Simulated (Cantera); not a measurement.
An isothermal, constant-pressure homogeneous reactor starts with 32.7 % H2, 20.4 % O2, 46.9 % N2, equivalence ratio 0.80, at 998 K and 248 Torr.

Model: the H2/O2 subset of GRI-Mech 3.0, which has no nitrogen chemistry, integrated in Cantera. The temperature is held fixed by assumption; the heat of reaction is taken as removed at once.

x: mole fraction; the columns are a selection and need not sum to one.

```tsv
t (s)	x H2	x O2	x H2O2	x O	x H2O	x HO2	x OH
4.00e-5	0.327	0.204	1.31e-12	1.70e-10	1.35e-9	9.68e-10	5.81e-11
9.37e-5	0.327	0.204	1.64e-11	(withheld)	2.83e-8	8.70e-9	8.33e-10
0.000220	0.327	0.204	5.00e-9	(withheld)	1.06e-5	2.62e-6	2.96e-7
0.000514	0.0697	0.0838	6.82e-6	(withheld)	0.292	7.35e-5	0.00209
0.00120	0.0127	0.0547	4.54e-6	(withheld)	0.375	4.89e-5	0.000159
0.00282	0.00785	0.0525	8.70e-6	(withheld)	0.381	4.15e-5	2.62e-5
0.00661	0.00657	0.0519	2.07e-5	(withheld)	0.382	3.43e-5	3.81e-6
0.0155	0.00580	0.0515	2.99e-5	(withheld)	0.383	3.13e-5	2.94e-6
0.0363	0.00441	0.0508	2.86e-5	(withheld)	0.385	2.79e-5	2.65e-6
0.0850	0.00263	0.0500	1.91e-5	(withheld)	0.387	2.14e-5	2.00e-6
0.199	0.00114	0.0493	7.82e-6	(withheld)	0.389	1.30e-5	1.30e-6
0.467	0.000375	0.0490	1.65e-6	(withheld)	0.390	5.77e-6	6.59e-7
1.09	0.000115	0.0488	2.33e-7	(withheld)	0.390	2.12e-6	2.84e-7
2.56	3.45e-5	0.0488	2.97e-8	(withheld)	0.390	7.24e-7	1.31e-7
6.00	8.45e-6	0.0488	3.19e-9	2.30e-10	0.390	2.07e-7	7.27e-8
```

### Question
Fill in the missing entries.

### Answer

- 9.37e-5, x O: 2.47e-9
- 0.000220, x O: 8.64e-7
- 0.000514, x O: 0.00220
- 0.00120, x O: 0.000117
- 0.00282, x O: 1.75e-5
- 0.00661, x O: 2.45e-6
- 0.0155, x O: 1.76e-6
- 0.0363, x O: 1.37e-6
- 0.0850, x O: 7.86e-7
- 0.199, x O: 2.99e-7
- 0.467, x O: 6.43e-8
- 1.09, x O: 9.86e-9
- 2.56, x O: 1.50e-9
